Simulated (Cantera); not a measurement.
A diamond (100) surface in a fixed gas of H2 with x(CH4) = 0.0071, x(H) = 0.0062, x(CH3) = 1.7e-05, 66.8 Torr; coverages are run to steady state.

Detailed kinetics in Cantera: the Harris–Goodwin 1993 mechanism for the reconstructed diamond (100) surface.

θ: site fractions in the mechanism's names (c6HH fully hydrogenated, c6H* and c6*H radical sites, c6** diradical, c6HM methylated).

```csv
T (K),growth (µm/h),θ c6HH,θ c6H*,θ c6*H,θ c6**,θ c6HM
900,0.474,0.690,0.0105,0.292,0.00438,(withheld)
950,0.625,0.642,0.0142,0.335,0.00668,(withheld)
1000,0.787,0.596,0.0184,0.374,0.00970,(withheld)
1050,0.939,0.552,0.0230,0.409,0.0135,(withheld)
1100,1.03,0.512,0.0279,0.441,0.0181,(withheld)
1150,0.983,0.475,0.0331,0.468,0.0235,(withheld)
1200,0.799,0.441,0.0384,0.490,0.0296,(withheld)
1250,0.587,0.411,0.0438,0.509,0.0364,(withheld)
1300,0.448,0.384,0.0491,0.523,0.0436,(withheld)
1350,0.389,0.360,0.0543,0.535,0.0512,(withheld)
1400,0.371,0.339,0.0594,0.543,0.0590,(withheld)
```

**Question.** Some entries are withheld; supply them.

**Answer.** 
- 900, θ c6HM: 0.00231
- 950, θ c6HM: 0.00184
- 1000, θ c6HM: 0.00147
- 1050, θ c6HM: 0.00115
- 1100, θ c6HM: 0.000859
- 1150, θ c6HM: 0.000570
- 1200, θ c6HM: 0.000319
- 1250, θ c6HM: 0.000151
- 1300, θ c6HM: 6.53e-5
- 1350, θ c6HM: 2.71e-5
- 1400, θ c6HM: 1.12e-5
